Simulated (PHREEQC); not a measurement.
1 kg of water holding 0.51 mol/kgw NaCl, 0.35 mol/kgw MgCl2 and 0.011 mol/kgw KCl is evaporated at 15 °C; the solids stay in contact with the brine. No CO2 enters from the air. The run lets Bischofite, Brucite, Carnallite, Halite, Sylvite, MgCl2_4H2O precipitate or redissolve, and no other solid.

The series has 17 steps of water left (kg), from 1 to 0.01437.

All values are PHREEQC results (Pitzer model, pitzer.dat), not measurements.

### Question
Which solids form, in which order, and at which step of the series does each first stand?

### Answer
Halite from water left = 0.1711 kg; Carnallite from water left = 0.06313 kg; Bischofite from water left = 0.03888 kg.
